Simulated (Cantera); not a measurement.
An adiabatic, constant-volume homogeneous reactor starts with CH4 : H2 : O2 : N2 = 1 : 0.36 : 1.15 : 4.31 (molar parts), at 1748 K and 0.987 atm. Integrator tolerance rtol = 1e-08.

Computed with Cantera and GRI-Mech 3.0 (53 species, 325 reactions).

Task: What does this change do: constant pressure in place of constant volume?

Result: 
```tsv
quantity	before	after
time of steepest temperature rise	89.3 µs	98.2 µs
temperature at 0.200 s	2919 K	2728 K
equilibrium temperature	2919 K	2728 K
x(CH4) at 0.200 s	6.54e-12 (gas-phase equilibrium 7.47e-12)	3.28e-12 (gas-phase equilibrium 3.72e-12)
x(H2) at 0.200 s	0.142 (gas-phase equilibrium 0.142)	0.145 (gas-phase equilibrium 0.145)
x(O2) at 0.200 s	0.000551 (gas-phase equilibrium 0.000551)	0.000259 (gas-phase equilibrium 0.000259)
x(HO2) at 0.200 s	5.79e-7 (gas-phase equilibrium 5.79e-7)	1.93e-7 (gas-phase equilibrium 1.93e-7)
x(CH2CO) at 0.200 s	<1e-12 (gas-phase equilibrium <1e-12)	<1e-12 (gas-phase equilibrium <1e-12)
```

Task: What does this change do: initial temperature 1748 to 1525 K?

Result: 
| quantity | before | after |
|---|---|---|
| time of steepest temperature rise | 89.3 µs | 0.342 ms |
| temperature at 0.200 s | 2919 K | 2824 K |
| equilibrium temperature | 2919 K | 2824 K |
| x(CH4) at 0.200 s | 6.54e-12 (gas-phase equilibrium 7.47e-12) | 1.09e-11 (gas-phase equilibrium 1.23e-11) |
| x(H2) at 0.200 s | 0.142 (gas-phase equilibrium 0.142) | 0.145 (gas-phase equilibrium 0.145) |
| x(O2) at 0.200 s | 0.000551 (gas-phase equilibrium 0.000551) | 0.000260 (gas-phase equilibrium 0.000260) |
| x(HO2) at 0.200 s | 5.79e-7 (gas-phase equilibrium 5.79e-7) | 2.86e-7 (gas-phase equilibrium 2.86e-7) |
| x(CH2CO) at 0.200 s | <1e-12 (gas-phase equilibrium <1e-12) | <1e-12 (gas-phase equilibrium <1e-12) |
